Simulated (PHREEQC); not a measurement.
PHREEQC input (Pitzer model, pitzer.dat):

```
SOLUTION 1
  temp 25
  units mol/kgw
  pH 7 charge
  C(4) 0.061
  Na 0.285
  Cl 0.017
  S(6) 0.05
END
USE solution 1
INCREMENTAL_REACTIONS false
REACTION 1
  H2O -1
  0 9.886 18.011 24.689 30.178 34.689 38.397 41.444
  43.949 46.007 47.699 49.089 50.232 51.172 51.944 52.578
  53.1 53.528 53.88 54.17 54.408 moles
EQUILIBRIUM_PHASES 1
  Burkeite 0 0
  Halite 0 0
  Mirabilite 0 0
  Nahcolite 0 0
  Natron 0 0
  Thenardite 0 0
  Trona 0 0
  CO2(g) -3.4 10
SELECTED_OUTPUT 1
  -reset false
  -pH true
  -pe true
  -ionic_strength true
  -water true
  -activities H2O
  -totals C Cl Na S
  -molalities H+ Na+ Cl- CO3-2 SO4-2 OH- HCO3- CO2 HSO4-
  -equilibrium_phases Burkeite Halite Mirabilite Nahcolite Natron Thenardite Trona
PRINT
  -reset false
END
```

Selected output (columns that matter, 19 of 21 rows; water left (kg) added in front):

```
water left (kg)	pH	mu	C	Cl	Na	S	m_H+	m_Na+	m_Cl-	m_CO3-2	m_SO4-2	la_H2O	Mirabilite	Trona
0.999922	9.7903	0.39158	0.11138	0.017001	0.28502	0.050004	2.8114e-10	0.28502	0.017001	0.056548	0.050004	-0.0029409	0	0
0.821856	9.8197	0.47914	0.1328	0.020685	0.34678	0.060838	2.7298e-10	0.34678	0.020685	0.071531	0.060838	-0.0035127	0	0
0.675514	9.8473	0.58604	0.15848	0.025166	0.4219	0.074018	2.6659e-10	0.4219	0.025166	0.09012	0.074018	-0.0041948	0	0
0.555238	9.8731	0.71648	0.18933	0.030618	0.51329	0.090051	2.6175e-10	0.51329	0.030618	0.11314	0.090051	-0.0050075	0	0
0.45638	9.8971	0.87561	0.22642	0.03725	0.62448	0.10956	2.5826e-10	0.62448	0.03725	0.14158	0.10956	-0.005975	0	0
0.308364	9.9395	1.3062	0.32485	0.05513	0.92423	0.16215	2.5434e-10	0.92423	0.05513	0.21983	0.16215	-0.0084948	0	0
0.253494	9.9579	1.5944	0.38971	0.067063	1.1243	0.19724	2.5325e-10	1.1243	0.067063	0.27289	0.19724	-0.010125	0	0
0.208387	9.9745	1.9456	0.46804	0.081579	1.3676	0.23994	2.5211e-10	1.3676	0.081579	0.33801	0.23994	-0.012073	0	0
0.171331	9.9893	2.373	0.56269	0.099223	1.6635	0.29183	2.5027e-10	1.6635	0.099223	0.41773	0.29183	-0.014413	0	0
0.140866	10.002	2.8934	0.67727	0.12068	2.0232	0.35495	2.4687e-10	2.0232	0.12068	0.51521	0.35495	-0.017248	0	0
0.115839	10.014	3.526	0.81606	0.14676	2.4603	0.43163	2.4087e-10	2.4603	0.14676	0.63408	0.43163	-0.020723	0	0
0.0952602	10.023	4.2956	0.98457	0.17846	2.9918	0.52488	2.3106e-10	2.9918	0.17846	0.77887	0.52488	-0.025055	0	0
0.0783361	10.03	5.2313	1.1896	0.21701	3.6382	0.63828	2.1623e-10	3.6382	0.21701	0.95489	0.63828	-0.030561	0	0
0.0644361	10.035	6.367	1.4391	0.26383	4.423	0.77596	1.9541e-10	4.423	0.26383	1.168	0.77596	-0.037703	0	0
0.043617	10.03	9.4155	2.1166	0.38976	6.5341	1.1463	1.3551e-10	6.5341	0.38976	1.735	1.1463	-0.060115	0	0
0.0356237	10.009	10.718	2.2918	0.47721	7.4454	1.4036	1.096e-10	7.4454	0.47721	1.8692	1.4036	-0.071728	0	0.0065887
0.0287056	9.9682	11.247	2.0805	0.59222	7.8309	1.7418	9.5454e-11	7.8309	0.59222	1.6745	1.7418	-0.0776	0	0.02007
0.0206432	9.9477	11.239	1.9305	0.82352	7.8939	1.795	8.7845e-11	7.8939	0.82352	1.5497	1.795	-0.081662	0.012945	0.032052
0.0136531	9.9192	11.067	1.7159	1.2451	7.9061	1.7845	7.8148e-11	7.9061	1.2451	1.376	1.7845	-0.08788	0.025637	0.041928
```
